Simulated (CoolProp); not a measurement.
The fluid at 298.15 K and 2.44 MPa is compressed adiabatically to 8.31 MPa with isentropic efficiency 0.85. The same conditions are run with several fluids, on thermodynamics alone (safety and materials aside).

Values from CoolProp's reference Helmholtz-energy equation of state of each fluid (nitrous oxide: Lemmon 2006; dry air: Lemmon 2000; C2F6 (R116): Lemmon 2006; CF4 (R14): Platzer 1990; nitrogen: Span 2000). The equations of Platzer and Polt are older, rougher fits. Blends and air are pseudo-pure fits.

Rank nitrous oxide, dry air, C2F6 (R116), CF4 (R14), nitrogen by work (kJ/kg), highest first.

nitrogen (155), dry air (149), nitrous oxide (78.5), CF4 (R14) (40.1), C2F6 (R116) (16.3)

```
fluid          final temperature (K)  final density (kg/m³)
-------------  ---------------------  ---------------------
nitrous oxide                  406.0                    129
dry air                        446.0                   63.1
C2F6 (R116)                    352.2                    675
CF4 (R14)                      367.6                    265
nitrogen                       446.4                   60.6
```
